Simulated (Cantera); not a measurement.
An isothermal, constant-pressure homogeneous reactor starts with 23.4 % H₂, 58.5 % O₂, 18.1 % N₂, at 1073 K and 0.00197 atm.

Cantera simulation using GRI-Mech 3.0 (53 species, 325 reactions); the numbers are that mechanism's predictions, not measurements. Radical loss at walls, strong at low pressure, is not modelled. The temperature is held fixed by assumption; the heat of reaction is taken as removed at once.

x: mole fraction; the columns are a selection and need not sum to one.

```tsv
t (s)	x H₂	x O₂	x HO₂	x O	x NO₂
0.000200	0.234	0.585	2.56e-10	2.40e-11	<1e-12
0.000729	0.234	0.585	9.32e-10	2.62e-10	<1e-12
0.00265	0.234	0.585	…	4.97e-9	<1e-12
0.00967	0.234	0.585	…	1.23e-5	<1e-12
0.0352	0.0117	0.472	…	0.0572	<1e-12
0.128	0.0102	0.484	…	0.0460	<1e-12
0.468	0.00510	0.511	…	0.0196	3.51e-12
1.70	0.000475	0.528	…	0.00172	4.64e-11
6.20	2.43e-5	0.530	…	8.84e-5	3.95e-10
22.6	2.61e-6	0.530	…	9.60e-6	6.24e-10
82.3	4.53e-7	0.530	…	1.68e-6	5.07e-10
300	9.87e-8	0.530	…	3.69e-7	4.18e-10
```

Problem. Complete the blanks.

Solution. 
- 0.00265, x HO₂: 3.40e-9
- 0.00967, x HO₂: 4.80e-8
- 0.0352, x HO₂: 1.34e-6
- 0.128, x HO₂: 1.46e-6
- 0.468, x HO₂: 1.66e-6
- 1.70, x HO₂: 1.07e-6
- 6.20, x HO₂: 1.80e-7
- 22.6, x HO₂: 2.58e-8
- 82.3, x HO₂: 5.18e-9
- 300, x HO₂: 1.59e-9
